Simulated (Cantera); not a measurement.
A perfectly stirred reactor is fed with CO : O2 : H2O : N2 = 0.0047 : 0.047 : 0.0011 : 1 (molar parts), equivalence ratio 0.050, at 1.70 bar; it is held at 1425 K, and followed from long to short residence time.

Model: GRI-Mech 3.0 (53 species, 325 reactions), integrated in Cantera.

What does this change do: temperature 1425 to 925 K?


```
quantity                 before     after
---------------------  --------  --------
x(CO) at τ = 7.90 s     1.37e-5   0.00407
x(O2) at τ = 7.90 s      0.0425    0.0445
x(H2O) at τ = 7.90 s    0.00104   0.00104
x(NO) at τ = 7.90 s     2.76e-6    <1e-12
x(H) at τ = 7.90 s      1.40e-8  2.26e-10
x(CO) at τ = 50.0 ms   0.000447   0.00446
x(O2) at τ = 50.0 ms     0.0427    0.0446
x(H2O) at τ = 50.0 ms   0.00103   0.00104
x(NO) at τ = 50.0 ms    2.01e-6    <1e-12
x(H) at τ = 50.0 ms     1.40e-6    <1e-12
```

What does this change do: temperature 1425 to 1275 K?


```csv
quantity,before,after
x(CO) at τ = 7.90 s,1.37e-5,3.00e-5
x(O2) at τ = 7.90 s,0.0425,0.0425
x(H2O) at τ = 7.90 s,0.00104,0.00105
x(NO) at τ = 7.90 s,2.76e-6,1.31e-6
x(H) at τ = 7.90 s,1.40e-8,7.92e-9
x(CO) at τ = 50.0 ms,0.000447,0.000918
x(O2) at τ = 50.0 ms,0.0427,0.0429
x(H2O) at τ = 50.0 ms,0.00103,0.00104
x(NO) at τ = 50.0 ms,2.01e-6,3.67e-7
x(H) at τ = 50.0 ms,1.40e-6,8.32e-7
```
